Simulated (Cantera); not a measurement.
Input: 1 mol B2O3, 13 mol N2, equilibrated at 477 °C and 0.133 bar.

These are equilibrium values from Cantera (NASA tables, ideal gas, pure condensed phases), not measurements of a reactor. Candidate condensed phases: B, BN, B2O3; 17 gas species. Equilibrium is a limit: real reactors are often held back by kinetics, nucleation or transport.

Base state: N2 1.00 (mole fractions); condensed: B2O3(l).

What changes in the equilibrium state with this change: temperature from 477 °C to 1525 °C?


```tsv
species	before	after
N2	1.00	0.975
B2O3	<1e-9	0.0251
BO2	<1e-9	4.29e-5
BO	<1e-9	2.70e-5
B2O3(l), mol	1.00	0.665
```
